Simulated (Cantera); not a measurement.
A perfectly stirred reactor is fed with H2 : O2 : N2 = 0.97 : 1 : 1.3 (molar parts), equivalence ratio 0.48, at 100000 Pa; it is held at 1125 K, and followed from long to short residence time.

Computed with Cantera and the H2/O2 subset of GRI-Mech 3.0, which has no nitrogen chemistry. The temperature is held fixed by assumption; the heat of reaction is taken as removed at once.

Task: What does this change do: pressure from 100000 Pa to 62000 Pa?

Result: 
```
quantity                  before     after
----------------------  --------  --------
x(H2) at τ = 3.50 s      0.00100  0.000564
x(O2) at τ = 3.50 s        0.185     0.185
x(HO2) at τ = 3.50 s     2.48e-5   1.84e-5
x(O) at τ = 3.50 s       7.62e-7   1.81e-6
x(H2O2) at τ = 3.50 s    4.41e-6   2.04e-6
x(H2) at τ = 56.0 ms      0.0135   0.00542
x(O2) at τ = 56.0 ms       0.190     0.187
x(HO2) at τ = 56.0 ms   0.000157   9.76e-5
x(O) at τ = 56.0 ms      1.40e-5   4.86e-5
x(H2O2) at τ = 56.0 ms  0.000123   2.42e-5
```

Task: What does this change do: temperature 1125 to 1373 K?

Result: 
```
quantity                  before     after
----------------------  --------  --------
x(H2) at τ = 3.50 s      0.00100   2.76e-5
x(O2) at τ = 3.50 s        0.185     0.185
x(HO2) at τ = 3.50 s     2.48e-5   1.33e-6
x(O) at τ = 3.50 s       7.62e-7   4.31e-6
x(H2O2) at τ = 3.50 s    4.41e-6   1.51e-7
x(H2) at τ = 56.0 ms      0.0135  0.000445
x(O2) at τ = 56.0 ms       0.190     0.185
x(HO2) at τ = 56.0 ms   0.000157   1.87e-5
x(O) at τ = 56.0 ms      1.40e-5   7.39e-5
x(H2O2) at τ = 56.0 ms  0.000123   1.15e-6
```

Task: What does this change do: pressure from 100000 Pa to 13300 Pa?

Result: 
```tsv
quantity	before	after
x(H2) at τ = 3.50 s	0.00100	0.000213
x(O2) at τ = 3.50 s	0.185	0.185
x(HO2) at τ = 3.50 s	2.48e-5	6.00e-6
x(O) at τ = 3.50 s	7.62e-7	3.72e-5
x(H2O2) at τ = 3.50 s	4.41e-6	8.61e-7
x(H2) at τ = 56.0 ms	0.0135	0.00306
x(O2) at τ = 56.0 ms	0.190	0.186
x(HO2) at τ = 56.0 ms	0.000157	3.20e-5
x(O) at τ = 56.0 ms	1.40e-5	0.000628
x(H2O2) at τ = 56.0 ms	0.000123	3.17e-6
```
